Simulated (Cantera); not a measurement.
## Hydrocarbon pyrolysis for carbon deposition

An isothermal, constant-pressure homogeneous reactor starts with 9.09 % CH4, 90.9 % N2, at 1998 K and 0.0263 atm.

Detailed kinetics in Cantera: GRI-Mech 3.0 (53 species, 325 reactions). GRI-Mech 3.0 stops at C3 and has no aromatics, soot or wall deposition, so with more carbon than oxygen in the feed, carbon stays in small species such as C2H2 where larger ones or solid carbon would form. Radical loss at walls, strong at low pressure, is not modelled.

```csv
t (s),x CH4,x HCN,x CH2,x C2H4,x C2H6,x CH3
1.00e-5,0.0909,<1e-12,2.82e-10,4.01e-11,6.59e-12,1.85e-5
3.88e-5,0.0908,<1e-12,8.25e-9,6.97e-9,5.77e-10,8.92e-5
0.000151,0.0905,2.27e-11,1.19e-7,8.50e-7,2.94e-8,0.000371
0.000585,0.0893,8.80e-10,1.38e-6,5.95e-5,7.47e-7,0.00144
0.00227,0.0789,9.78e-8,1.19e-5,0.00238,9.72e-6,0.00470
0.00881,0.0271,6.50e-6,1.81e-5,0.00158,6.41e-6,0.00333
0.0342,0.00400,3.51e-5,7.92e-6,5.07e-5,2.96e-7,0.000737
0.133,0.000295,0.000105,2.00e-6,1.71e-6,3.85e-9,9.58e-5
0.515,1.14e-5,0.000188,1.87e-7,9.51e-7,1.08e-11,5.71e-6
2.00,8.67e-7,0.000207,1.76e-8,9.21e-7,<1e-12,4.82e-7
```
x: mole fraction; the columns are a selection and need not sum to one.

Equilibrium at this temperature and pressure: CH4 1.81e-6, HCN 0.0624, CH2 3.66e-8, C2H4 2.30e-7, C2H6 <1e-12, CH3 1.00e-6 (gas phase only).
